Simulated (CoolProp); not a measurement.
R1224YDZ along the isotherm 111.55 °C: density (kg/m³) from the reference equation and from simpler models built on Tc = 155.5 °C, pc = 3.334 MPa, ω = 0.325; each cubic takes its own stable root.

Computed with CoolProp (reference Helmholtz-energy equation of state, Akasaka 2023).

```tsv
p (MPa)	phase	reference
0.417	gas	20.74
0.834	gas	45.17
1.25	gas	75.88
1.67	liquid	1063
2.08	liquid	1070
2.5	liquid	1077
2.92	liquid	1084
3.33	liquid	1089
3.75	liquid	1095
4.17	liquid	1100
4.58	liquid	1105
5	liquid	1110
```

Task: How far does each simpler model (van der Waals, Redlich-Kwong, Soave-Redlich-Kwong, Peng-Robinson) lie from the reference over these 12 states: mean and median of the absolute difference, and the worst?

Result: 
- van der Waals: mean 38.5 %, median 38.2 %, worst -90.3 % at 111.55 °C and 1.67 MPa
- Redlich-Kwong: mean 20.2 %, median 17.5 %, worst -89.6 % at 111.55 °C and 1.67 MPa
- Soave-Redlich-Kwong: mean 10.8 %, median 13.4 %, worst -15.8 % at 111.55 °C and 1.67 MPa
- Peng-Robinson: mean 2.3 %, median 2.3 %, worst -4.6 % at 111.55 °C and 1.67 MPa

At some of these states van der Waals, Redlich-Kwong gives the other phase, because its saturation line lies elsewhere.
